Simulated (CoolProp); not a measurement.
C2F6 (R116) at several states: Z from the reference equation and from simpler models built on Tc = 19.9 °C, pc = 30.48 bar, ω = 0.257; each cubic takes its own stable root.

Computed with CoolProp (reference Helmholtz-energy equation of state, Lemmon 2006). It is a short technical equation, of lower accuracy than the large ones.

| T (°C) | p (bar) | phase | reference |
|---|---|---|---|
| 109.65 | 14.6 | gas | 0.9387 |
| -84.55 | 1.29 | liquid | 0.006951 |
| 45.35 | 0.574 | gas | 0.9953 |
| -31.35 | 0.734 | gas | 0.9846 |

Q: How far does each simpler model (van der Waals, Redlich-Kwong) lie from the reference over these 4 states: mean and median of the absolute difference, and the worst?

A: 
- van der Waals: mean 3442.3 %, median 1.0 %, worst +13767.1 % at -84.55 °C and 1.29 bar
- Redlich-Kwong: mean 2.4 %, median 0.7 %, worst +8.2 % at -84.55 °C and 1.29 bar

At some of these states van der Waals gives the other phase, because its saturation line lies elsewhere.
